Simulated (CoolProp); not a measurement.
Saturation properties of dimethyl carbonate (Tc = 557.0 K, pc = 49.09 bar, ω = 0.346).

Model: reference Helmholtz-energy equation of state, Zhou 2011, in CoolProp.

| T (K) | p (bar) | liquid density (kg/m³) | enthalpy of vaporisation (kJ/kg) | vapour Z | surface tension (mN/m) |
|---|---|---|---|---|---|
| 303.4 | 0.09458 | 1056 | 415.8 | 0.9952 | 27.6 |
| 320 | 0.2034 | 1034 | 404.8 | 0.9913 | 25.2 |
| 336.6 | 0.3995 | 1011 | 393.8 | 0.9855 | 22.7 |
| 353.2 | 0.7275 | 988.3 | 382.6 | 0.9773 | 20.4 |
| 369.8 | 1.243 | 964.6 | 371.1 | 0.9663 | 18.1 |
| 386.4 | 2.011 | 940.2 | 359.0 | 0.9521 | 15.9 |
| 403 | 3.108 | 915.0 | 346.4 | 0.9344 | 13.8 |
| 419.6 | 4.617 | 888.7 | 332.9 | 0.9127 | 11.8 |
| 436.2 | 6.632 | 861.2 | 318.4 | 0.8866 | 9.86 |
| 452.8 | 9.254 | 832.0 | 302.5 | 0.8556 | 8.03 |

It boils at 363.3 K under 1 atm.

Surface tension comes from a separate correlation (Mulero 2014).
